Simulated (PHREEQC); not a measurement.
## Alkaline etch or developer: speciation

Make-up at 25 °C: 0.022 mol TMAH, 8.3e-05 mol H3BO3 and 0.019 mol K3PO4 per kg of water. Closed to the air; pH follows from the charge balance.

All values are PHREEQC results (ion-association model, phreeqc.dat), not measurements.

No solid was allowed to form.

Predict the pH, ionic strength.

pH 12.28; ionic strength 0.128 mol/kgw.

In which forms is P present?

PO4-3 79 %, HPO4-2 20 %, KHPO4- 0.8 % of the P.

Species that the database lacks are ignored. (CH3)4N+ isn't in the database: it is added as a free cation with an ion size of 4 Å.
